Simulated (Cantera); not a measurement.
Input: 1 mol MgCO3, 0.062 mol SO3, 0.076 mol O2, 0.6 mol H2S, held at 1223 K and 0.0180 bar.

Cantera equilibrium calculation (NASA polynomials, part measured and part estimated; ideal gas, pure solids and liquids). Gases not in the tables: S3 to S7. Equilibrium is a limit: real reactors are often held back by kinetics, nucleation or transport.

```csv
species,before,after
CO2,0.422,0.557
H2O,0.239,0.173
H2S,0.0365,0.162
CO,0.0985,9.31e-5
H2,0.0382,0.000278
SO2,0.0193,0.00869
S2,0.143,0.0957
S8,<1e-9,0.000671
SO,0.000221,1.66e-8
SH,0.000310,8.62e-8
COS,0.00300,0.00189
S2O,0.000633,0.000421
"MgO(s), mol",1.00,1.00
```
Gas species are given as mole fractions.

Task: What was changed between the two runs?
(A) temperature from 1223 K to 698 K
(B) temperature from 1223 K to 1675 K
(C) SO3 from 0.062 to 3 mol
(D) pressure from 0.0180 bar to 10.0 bar

Result: A, temperature from 1223 K to 698 K
